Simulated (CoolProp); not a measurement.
A closed Brayton cycle with carbon dioxide: compressor inlet 305.15 K and 9.5 MPa, high pressure 26.1 MPa, turbine inlet 765 K, compressor efficiency 0.85, turbine efficiency 0.9, recuperator effectiveness 0.8 (on enthalpy, no pinch check). Each further row changes one setting.

Values from CoolProp's reference Helmholtz-energy equation of state, Span 1996.

```
case                           thermal efficiency (%)  net work (kJ/kg)  compressor to turbine work  compressor exit (K)  turbine exit (K)
-----------------------------  ----------------------  ----------------  --------------------------  -------------------  ----------------
as stated                                        30.0              96.5                        0.21                329.5             648.8
turbine inlet 715 K                                 …              87.0                        0.22                329.5             603.0
compressor inlet 315.15 K                        29.1                 …                           …                360.3             648.8
high pressure 22.2 MPa                           28.0              84.2                           …                324.7             667.0
recuperator effectiveness 0.5                    21.7              96.5                        0.21                329.5             648.8
```

Fill in the missing entries.


- turbine inlet 715 K, thermal efficiency (%): 28.8
- compressor inlet 315.15 K, net work (kJ/kg): 89.3
- compressor inlet 315.15 K, compressor to turbine work: 0.26
- high pressure 22.2 MPa, compressor to turbine work: 0.19
